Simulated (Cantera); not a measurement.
Feed: 1 mol Si, 0.016 mol CO₂, 20 mol N₂, held at 42.0 Pa.

These are equilibrium values from Cantera (NASA tables, ideal gas, pure condensed phases), not measurements of a reactor. Candidate condensed phases: C, Si, SiC, SiO₂, Si₂N₂O, Si₃N₄; 34 gas species. Mutual solubility and eutectic melting of coexisting phases are not modelled. The tables' values for SiN are old estimates; treat these amounts as uncertain. Rates play no part.

At 1673 K, list the 5 most abundant gas species with their mole fractions, and the condensed phases.

N₂ 0.997, SiO 0.00152, Si 0.000995, CO 7.26e-5, Si₂N 2.43e-5. Condensed: Si(s) + SiC(s).
